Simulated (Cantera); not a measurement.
SiHCl3 + H2 (silicon epitaxy and polysilicon growth)

Input: 1 mol SiHCl3, 47 mol H2, equilibrated at 552 °C.

Equilibrium computed with Cantera from the NASA thermochemical tables; the gas is ideal and each condensed phase is pure. Candidate condensed phases: Si; 19 gas species. The tables' values for SiCl3 are old estimates; treat these amounts as uncertain. Rates play no part.

| P (Pa) | x H2 | x SiCl4 | x SiHCl3 | x HCl | x SiH2Cl2 | x SiCl3 | n Si(s) |
|---|---|---|---|---|---|---|---|
| 100 | 0.979 | 0.0121 | 0.00225 | 0.00652 | 3.53e-5 | 8.12e-5 | 0.299 |
| 300 | 0.980 | 0.0120 | 0.00294 | 0.00494 | 6.09e-5 | 6.13e-5 | 0.271 |
| 880 | 0.981 | 0.0117 | 0.00377 | 0.00375 | 0.000103 | 4.59e-5 | 0.246 |
| 2600 | 0.981 | 0.0111 | 0.00478 | 0.00283 | 0.000173 | 3.38e-5 | 0.222 |
| 7700 | 0.981 | 0.0104 | 0.00595 | 0.00212 | 0.000287 | 2.45e-5 | 0.196 |
| 23000 | 0.981 | 0.00946 | 0.00729 | 0.00157 | 0.000474 | 1.73e-5 | 0.169 |
| 68000 | 0.981 | 0.00836 | 0.00871 | 0.00116 | 0.000766 | 1.20e-5 | 0.140 |
| 200000 | 0.981 | 0.00715 | 0.0101 | 0.000855 | 0.00121 | 8.18e-6 | 0.108 |
x: gas mole fraction; n: condensed amount in mol.

From 1.00 mbar to 2.00 bar the condensed part is Si(s). The main Si-bearing gas is SiCl4 at 1.00 mbar and SiHCl3 at 2.00 bar. The share of Si in condensed phases is highest at 1.00 mbar (29.9 %) and lowest at 2.00 bar (10.8 %).
